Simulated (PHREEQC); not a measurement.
A made-up water analysis in mg/L, 25 °C, pH 6.26, pe 12.2:

```
constituent                 mg/L
-----------------------  -------
Na                           135
K                        0.00365
Ca                          80.7
Mg                          61.6
Cl                          77.9
S(6) as SO4                  423
Alkalinity as HCO3           255
Si as SiO2                  10.6
Cu(2)                      0.489
F                           1.66
O(0) (dissolved oxygen)      4.6
```

Cl is adjusted to close the charge balance.
Valence states are taken as typed.

Computed with PHREEQC (ion-association model, wateq4f.dat).

This is a speciation only: nothing precipitates in the calculation.

Task: Order these Mg species by the share of Mg that they hold, largest first: MgSO4, Mg+2, MgF+, MgHCO3+.

Result: Mg+2 (76 %), MgSO4 (21 %), MgHCO3+ (2.2 %), MgF+ (0.24 %)

The pH is 6.26 and the ionic strength 0.0200 mol/kgw. Saturation is exceeded, for instance for Quartz (slow to form); the values hold only as long as no solid forms. SiF6-2 is the database's only silicon fluoride.
